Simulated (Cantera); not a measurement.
Feed: 1 mol Si2H6, 12 mol CO2, held at 1.33 mbar.

These are equilibrium values from Cantera (NASA tables, ideal gas, pure condensed phases), not measurements of a reactor. Candidate condensed phases: C, C6H6, C7H8, C8H18, H2O, Si, SiC, SiO2; 123 gas species. The feed counts by its element totals alone. The tables hold silica as quartz up to 1696 K and as liquid above; real silica turns to tridymite and cristobalite and melts near 1996 K. Equilibrium is a limit: real reactors are often held back by kinetics, nucleation or transport. All values below are at 1550 K.

Base state: CO 0.412, CO2 0.388, H2O 0.145, H2 0.0549, H 0.000202, OH 1.79e-5 (mole fractions); condensed: SiO2(β-quartz).

Problem. What changes in the equilibrium state with this change: CO2 from 12 to 1.8 mol?

Solution. 
```json
[
 {"species": "H2", "before": "0.0549", "after": "0.454"},
 {"species": "SiO", "before": "1.97e-6", "after": "0.288"},
 {"species": "CO", "before": "0.412", "after": "0.258"},
 {"species": "CO2", "before": "0.388", "after": "8.26e-7"},
 {"species": "H2O", "before": "0.145", "after": "4.08e-6"},
 {"species": "OH", "before": "1.79e-5", "after": "<1e-9"},
 {"species": "H", "before": "0.000202", "after": "0.000581"},
 {"species": "SiO2(β-quartz), mol", "before": "2.00", "after": "0"},
 {"species": "SiC(s), mol", "before": "0", "after": "0.1000"}
]
```
